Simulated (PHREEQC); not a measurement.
A solution holds 0.16 mol FeCl3, 0.042 mol CaCl2, 4.18e-05 mol H2SO4 and 0.00014 mol NaCl per kg of water, at 35 °C. Closed to the air; pH follows from the charge balance.

Model: ion-association model, phreeqc.dat, run in PHREEQC.

No solid was allowed to form.

Q: Estimate the pH, activity of water, ionic strength.

A: pH 1.87; activity of water 0.989; ionic strength 0.660 mol/kgw.

Q: In which forms is S present?

A: FeSO4+ 74 %, SO4-2 12 %, FeHSO4+2 5.8 %, HSO4- 4.6 %, CaSO4 3.6 %, CaHSO4+ 0.6 % of the S.

The solution is supersaturated, for example in Hematite (slow to form), Goethite (slow to form), so a real one may precipitate; this is no full list.
